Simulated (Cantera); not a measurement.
Feed: 1 mol SiO₂, 2.8 mol N₂, at 2375 °C.

Cantera equilibrium calculation (NASA polynomials, part measured and part estimated; ideal gas, pure solids and liquids). Candidate condensed phases: Si, SiO₂, Si₂N₂O, Si₃N₄; 16 gas species. The tables hold silica as quartz up to 1696 K and as liquid above; real silica turns to tridymite and cristobalite and melts near 1996 K. Kinetics and transport are ignored.

Task: What share of the Si ends up in condensed phases as a function of P (Pa), at 1, 7.20, 52, 370, 2700, 19000, 140000, 1000000?

Result: 
```
P (Pa)   Si condensed (%)       as
-------  ----------------  -------
1                     0.0        -
7.20                  0.0        -
52                    0.0        -
370                   0.0        -
2700                  0.0        -
19000                65.6  SiO₂(l)
140000               95.6  SiO₂(l)
1000000              99.3  SiO₂(l)
```
